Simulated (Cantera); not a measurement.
Low-pressure radical oxidation in H2/O2

An isothermal, constant-pressure homogeneous reactor starts with H2 : O2 = 0.034 : 1 (molar parts), equivalence ratio 0.017, at 1248 K and 0.00640 bar.

Cantera simulation using the H2/O2 subset of GRI-Mech 3.0, which has no nitrogen chemistry; the numbers are that mechanism's predictions, not measurements. Radical loss at walls, strong at low pressure, is not modelled.

```
t (s)         x H2   x O2      x OH       x O     x H2O
--------  --------  -----  --------  --------  --------
3.00e-5     0.0329  0.967  1.76e-10  1.80e-10  9.53e-12
0.000105    0.0329  0.967   1.55e-9   1.68e-9  3.15e-10
0.000367    0.0329  0.967   1.12e-8   1.40e-8   8.21e-9
0.00128     0.0329  0.967   2.30e-7   3.21e-7   3.80e-7
0.00448     0.0288  0.964   0.00149   0.00226   0.00300
0.0157    0.000390  0.939   0.00273    0.0246    0.0294
0.0548    0.000346  0.943   0.00258    0.0216    0.0299
0.191     0.000236  0.951   0.00214    0.0143    0.0310
0.669      8.37e-5  0.961   0.00128   0.00491    0.0324
2.34       1.34e-5  0.966  0.000513  0.000773    0.0331
8.18       1.58e-6  0.966  0.000177   9.10e-5    0.0333
28.6       2.19e-7  0.967   6.60e-5   1.27e-5    0.0334
100        4.19e-8  0.967   2.89e-5   2.43e-6    0.0334
```
x: mole fraction; the columns are a selection and need not sum to one.

Equilibrium at this temperature and pressure: H2 1.42e-8, O2 0.967, OH 1.68e-5, O 8.23e-7, H2O 0.0334 (gas phase only).
